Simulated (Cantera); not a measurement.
A Cantera script and its output.

```python
import numpy as np
import cantera as ct

gas = ct.Solution("gri30.yaml")
gas.TPX = 775, 28000, {'C3H8': 1, 'O2': 3.33, 'N2': 12.5, 'H2O': 1.8}
inlet = ct.Reservoir(gas, clone=True)
gas.equilibrate("HP")  # start burning
reactor = ct.IdealGasConstPressureReactor(gas, energy="on", clone=False)
exhaust = ct.Reservoir(gas, clone=True)
tau = [0.23, 0.095, 0.04, 0.017, 0.0071, 0.003, 0.0013, 0.00053, 0.00022, 9.4e-05, 3.9e-05, 1.7e-05, 7e-06][0]
for a, b in ((inlet, reactor), (reactor, exhaust)):
    ct.MassFlowController(a, b, mdot=lambda t: reactor.mass / tau)
net = ct.ReactorNet([reactor])
show = ['C3H8', 'O2', 'H2O', 'HCO', 'CO2']

rows = []
print(f"{'tau/s':>10s}{'T/K':>9s}" + "".join(f"{s:>11s}" for s in show))
for tau in [0.23, 0.095, 0.04, 0.017, 0.0071, 0.003, 0.0013, 0.00053, 0.00022, 9.4e-05, 3.9e-05, 1.7e-05, 7e-06]:
    net.initial_time = 0.0
    net.advance(30 * tau)
    before = gas.X
    net.advance(40 * tau)
    drift = np.max(np.abs(gas.X - before) / (gas.X + 1e-9))
    rows.append([gas.T, *gas[show].X, drift])
    print(f"{tau:10.3e}{gas.T:9.1f}" + "".join(f"{x:11.3e}" for x in gas[show].X))
```

Result:

```
     tau/s      T/K       C3H8         O2        H2O        HCO        CO2
 2.300e-01   2149.4  2.082e-07  1.479e-04  2.011e-01  8.036e-08  5.190e-02
 9.500e-02   2137.8  4.414e-07  2.416e-04  2.001e-01  1.559e-07  5.196e-02
 4.000e-02   2124.9  9.270e-07  3.845e-04  1.991e-01  3.158e-07  5.199e-02
 1.700e-02   2111.8  1.978e-06  6.005e-04  1.981e-01  6.636e-07  5.192e-02
 7.100e-03   2099.2  4.448e-06  9.681e-04  1.974e-01  1.469e-06  5.161e-02
 3.000e-03   2085.9  1.032e-05  1.678e-03  1.971e-01  3.303e-06  5.079e-02
 1.300e-03   2066.2  2.453e-05  3.184e-03  1.971e-01  7.341e-06  4.885e-02
 5.300e-04   2020.2  6.827e-05  7.167e-03  1.970e-01  1.745e-05  4.385e-02
 2.200e-04   1863.8  3.017e-04  2.204e-02  1.928e-01  4.231e-05  2.943e-02
 9.400e-05    775.0  5.368e-02  1.787e-01  9.662e-02  5.581e-27 -1.710e-16
 3.900e-05    775.0  5.368e-02  1.787e-01  9.662e-02  7.926e-28 -6.164e-21
 1.700e-05    775.0  5.368e-02  1.787e-01  9.662e-02  1.056e-28  3.272e-26
 7.000e-06    775.0  5.368e-02  1.787e-01  9.662e-02  1.282e-29  1.063e-30
```

Model: GRI-Mech 3.0 (53 species, 325 reactions), integrated in Cantera. GRI-Mech 3.0 was tuned for natural gas; its chemistry of propane as a main component is partial and can be far from experiment.
